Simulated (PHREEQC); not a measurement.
**Polishing slurry liquid**

Dissolve 0.013 mol HNO3, 1.7e-06 mol H4SiO4 and 0.0049 mol KH2PO4 per kg of water at 60 °C. It is in equilibrium with CO2 at log p = -3.4 (atm). Otherwise closed; pH follows from the charge balance.

Model: ion-association model, wateq4f.dat, run in PHREEQC.

The pH is 2.05, the ionic strength is 0.0148 mol/kgw and the total alkalinity is -13.0 meq/kg.

```json
[
 {"species": "NO3-", "molality": "0.0130", "activity": "0.0113", "log γ": "-0.059"},
 {"species": "H+", "molality": "0.00993", "activity": "0.00888", "log γ": "-0.049"},
 {"species": "K+", "molality": "0.00490", "activity": "0.00429", "log γ": "-0.058"},
 {"species": "H3PO4", "molality": "0.00307", "activity": "0.00308", "log γ": "0.001"},
 {"species": "H2PO4-", "molality": "0.00184", "activity": "0.00162", "log γ": "-0.055"},
 {"species": "CO2", "molality": "6.52e-6", "activity": "6.55e-6", "log γ": "0.001"},
 {"species": "H4SiO4", "molality": "1.70e-6", "activity": "1.71e-6", "log γ": "0.001"},
 {"species": "HPO4-2", "molality": "2.24e-8", "activity": "1.35e-8", "log γ": "-0.221"}
]
```

No solid was allowed to form. H3PO4, which wateq4f.dat lacks, is added to it with the constant of phreeqc.dat. Constants without temperature data keep their 25 °C values here.
